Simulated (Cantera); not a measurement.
# Equilibrium for calcination and drying: Mg(OH)2 + CO2

Charge: 1 mol Mg(OH)2, 7.8 mol CO2, held at 1.00 bar.

These are equilibrium values from Cantera (NASA tables, ideal gas, pure condensed phases), not measurements of a reactor. Candidate condensed phases: C, C6H6, C7H8, C8H18, H2O, Mg, MgCO3, MgO, Mg(OH)2; 116 gas species. Equilibrium is a limit: real reactors are often held back by kinetics, nucleation or transport.

From 1123 K to 1723 K the condensed part is MgO(s).

| T (K) | x CO2 | x H2O | x CO | x O2 | x OH | x H2 | n MgO(s) |
|---|---|---|---|---|---|---|---|
| 1123 | 0.886 | 0.114 | 2.08e-6 | 1.15e-6 | 5.04e-8 | 2.44e-7 | 1.00 |
| 1173 | 0.886 | 0.114 | 4.93e-6 | 2.68e-6 | 1.31e-7 | 4.97e-7 | 1.00 |
| 1223 | 0.886 | 0.114 | 1.09e-5 | 5.84e-6 | 3.15e-7 | 9.55e-7 | 1.00 |
| 1273 | 0.886 | 0.114 | 2.26e-5 | 1.20e-5 | 7.06e-7 | 1.75e-6 | 1.00 |
| 1323 | 0.886 | 0.114 | 4.42e-5 | 2.33e-5 | 1.49e-6 | 3.05e-6 | 1.00 |
| 1373 | 0.886 | 0.114 | 8.24e-5 | 4.30e-5 | 2.98e-6 | 5.13e-6 | 1.00 |
| 1423 | 0.886 | 0.114 | 0.000147 | 7.62e-5 | 5.68e-6 | 8.32e-6 | 1.00 |
| 1473 | 0.886 | 0.114 | 0.000252 | 0.000130 | 1.04e-5 | 1.31e-5 | 1.00 |
| 1523 | 0.886 | 0.114 | 0.000417 | 0.000214 | 1.81e-5 | 1.99e-5 | 1.00 |
| 1573 | 0.885 | 0.114 | 0.000667 | 0.000340 | 3.07e-5 | 2.96e-5 | 1.00 |
| 1623 | 0.885 | 0.114 | 0.00104 | 0.000527 | 5.02e-5 | 4.28e-5 | 1.000 |
| 1673 | 0.884 | 0.113 | 0.00157 | 0.000793 | 7.97e-5 | 6.08e-5 | 1.000 |
| 1723 | 0.883 | 0.113 | 0.00231 | 0.00117 | 0.000123 | 8.45e-5 | 1.000 |
x: gas mole fraction; n: condensed amount in mol.
